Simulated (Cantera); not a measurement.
## Equilibrium for titanium nitride, carbide and oxide coatings: Ti + C₃H₈

Feed: 1 mol Ti, a varied amount of C₃H₈, equilibrated at 1275 °C and 1200 Pa.

Equilibrium computed with Cantera from the NASA thermochemical tables; the gas is ideal and each condensed phase is pure. Candidate condensed phases: C, C₆H₆, C₇H₈, C₈H₁₈, Ti, TiC; 77 gas species. Mutual solubility and eutectic melting of coexisting phases are not modelled. TiC: taken at fixed stoichiometry. Condensed phases not in the tables: N, O or C dissolved in the metal. Rates play no part.

```json
[
 {"n(C₃H₈) (mol)": "0.087", "x H₂": "1.000", "x H": "0.000281", "x CH₄": "6.60e-11", "x C₂H₂ (acetylene)": "<1e-12", "x Ti": "2.81e-7", "n Ti(β)": "0.739", "n TiC(s)": "0.261", "n C(graphite)": "0"},
 {"n(C₃H₈) (mol)": "0.12", "x H₂": "1.000", "x H": "0.000281", "x CH₄": "6.60e-11", "x C₂H₂ (acetylene)": "<1e-12", "x Ti": "2.81e-7", "n Ti(β)": "0.640", "n TiC(s)": "0.360", "n C(graphite)": "0"},
 {"n(C₃H₈) (mol)": "0.15", "x H₂": "1.000", "x H": "0.000281", "x CH₄": "6.60e-11", "x C₂H₂ (acetylene)": "<1e-12", "x Ti": "2.81e-7", "n Ti(β)": "0.550", "n TiC(s)": "0.450", "n C(graphite)": "0"},
 {"n(C₃H₈) (mol)": "0.2", "x H₂": "1.000", "x H": "0.000281", "x CH₄": "6.60e-11", "x C₂H₂ (acetylene)": "<1e-12", "x Ti": "2.81e-7", "n Ti(β)": "0.400", "n TiC(s)": "0.600", "n C(graphite)": "0"},
 {"n(C₃H₈) (mol)": "0.27", "x H₂": "1.000", "x H": "0.000281", "x CH₄": "6.60e-11", "x C₂H₂ (acetylene)": "<1e-12", "x Ti": "2.81e-7", "n Ti(β)": "0.190", "n TiC(s)": "0.810", "n C(graphite)": "0"},
 {"n(C₃H₈) (mol)": "0.36", "x H₂": "1.000", "x H": "0.000281", "x CH₄": "2.46e-5", "x C₂H₂ (acetylene)": "1.57e-5", "x Ti": "<1e-12", "n Ti(β)": "0", "n TiC(s)": "1.00", "n C(graphite)": "0.0799"},
 {"n(C₃H₈) (mol)": "0.48", "x H₂": "1.000", "x H": "0.000281", "x CH₄": "2.46e-5", "x C₂H₂ (acetylene)": "1.57e-5", "x Ti": "<1e-12", "n Ti(β)": "0", "n TiC(s)": "1.00", "n C(graphite)": "0.440"},
 {"n(C₃H₈) (mol)": "0.63", "x H₂": "1.000", "x H": "0.000281", "x CH₄": "2.46e-5", "x C₂H₂ (acetylene)": "1.57e-5", "x Ti": "<1e-12", "n Ti(β)": "0", "n TiC(s)": "1.00", "n C(graphite)": "0.890"},
 {"n(C₃H₈) (mol)": "0.84", "x H₂": "1.000", "x H": "0.000281", "x CH₄": "2.46e-5", "x C₂H₂ (acetylene)": "1.57e-5", "x Ti": "<1e-12", "n Ti(β)": "0", "n TiC(s)": "1.00", "n C(graphite)": "1.52"}
]
```
x: gas mole fraction; n: condensed amount in mol.

From 0.087 mol C₃H₈ to 0.27 mol C₃H₈ the condensed part is Ti(β) + TiC(s). From 0.36 mol C₃H₈ to 0.84 mol C₃H₈ the condensed part is C(graphite) + TiC(s).
